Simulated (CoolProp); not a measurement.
R236FA along the isotherm 376.8 K: density (kg/m³) from the reference equation and from simpler models built on Tc = 398.1 K, pc = 31.91 bar, ω = 0.377; each cubic takes its own stable root.

Model: reference Helmholtz-energy equation of state, Pan 2012, in CoolProp.

```
p (bar)   phase  reference
-------  ------  ---------
39.9     liquid       1053
79.8     liquid       1122
120      liquid       1166
160      liquid       1200
199      liquid       1226
239      liquid       1250
279      liquid       1270
319      liquid       1288
```

Q: How far does each simpler model (van der Waals, Redlich-Kwong) lie from the reference over these 8 states: mean and median of the absolute difference, and the worst?

A: 
- van der Waals: mean 31.2 %, median 30.2 %, worst -36.7 % at 376.8 K and 39.9 bar
- Redlich-Kwong: mean 9.9 %, median 8.6 %, worst -18.6 % at 376.8 K and 39.9 bar
